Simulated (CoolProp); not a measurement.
A closed Brayton cycle with nitrogen: compressor inlet 312.15 K and 6.6 MPa, high pressure 16.3 MPa, turbine inlet 740 K, compressor efficiency 0.85, turbine efficiency 0.93, recuperator effectiveness 0.8 (on enthalpy, no pinch check). Each further row changes one setting.

Model: reference Helmholtz-energy equation of state, Span 2000, in CoolProp.

```
case                           thermal efficiency (%)  net work (kJ/kg)  compressor to turbine work  compressor exit (K)  turbine exit (K)
-----------------------------  ----------------------  ----------------  --------------------------  -------------------  ----------------
as stated                                           ?              54.7                        0.68                421.9             588.9
turbine inlet 690 K                              22.4              43.1                           ?                421.9             547.7
compressor inlet 322.15 K                           ?              50.7                           ?                435.4             588.9
high pressure 13.9 MPa                              ?              50.4                           ?                    ?             613.2
recuperator effectiveness 0.5                    20.5              54.7                        0.68                421.9             588.9
```

Some entries are withheld; supply them.


- as stated, thermal efficiency (%): 25.7
- turbine inlet 690 K, compressor to turbine work: 0.73
- compressor inlet 322.15 K, thermal efficiency (%): 24.3
- compressor inlet 322.15 K, compressor to turbine work: 0.70
- high pressure 13.9 MPa, thermal efficiency (%): 25.9
- high pressure 13.9 MPa, compressor to turbine work: 0.65
- high pressure 13.9 MPa, compressor exit (K): 400.5
